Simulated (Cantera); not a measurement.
# Ignition delay

Mixture: CH4 : O2 : N2 : CO2 = 1 : 1.67 : 6.27 : 0.0099 (molar parts), equivalence ratio 1.2, at 0.987 atm, adiabatic and at constant volume. Ignition delay is the time to a rise of 400 K.

Cantera simulation using GRI-Mech 3.0 (53 species, 325 reactions); the numbers are that mechanism's predictions, not measurements.

```
T0 (K)  delay (ms)
------  ----------
1225          33.7
1300          12.2
1375          4.78
1450          2.02
1525         0.925
1600         0.463
1675         0.251
1750         0.147
```

| Property | Value |
|---|---|
| apparent activation energy between 1600 and 1750 K | 180 kJ/mol |
